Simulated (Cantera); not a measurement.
An adiabatic, constant-pressure homogeneous reactor starts with CH₄ : CO : O₂ : N₂ : H₂O = 1 : 0.15 : 4.72 : 47.2 : 2.8 (molar parts), equivalence ratio 0.44, at 1150 K and 750 Torr.

Cantera simulation using GRI-Mech 3.0 (53 species, 325 reactions); the numbers are that mechanism's predictions, not measurements.

Predict: time of steepest temperature rise; temperature at 8.00 s; equilibrium temperature; x(CO) at 8.00 s; x(O₂) at 8.00 s; x(H) at 8.00 s; x(O) at 8.00 s; x(H₂O₂) at 8.00 s.


```
Item                                                                 Value
---------------------------------  ---------------------------------------
time of steepest temperature rise                                  0.171 s
temperature at 8.00 s                                               1572 K
equilibrium temperature                                             1570 K
x(CO) at 8.00 s                    1.30e-6 (gas-phase equilibrium 1.27e-6)
x(O₂) at 8.00 s                      0.0474 (gas-phase equilibrium 0.0470)
x(H) at 8.00 s                     5.53e-8 (gas-phase equilibrium 5.35e-8)
x(O) at 8.00 s                     2.25e-6 (gas-phase equilibrium 2.18e-6)
x(H₂O₂) at 8.00 s                  5.79e-9 (gas-phase equilibrium 5.70e-9)
```
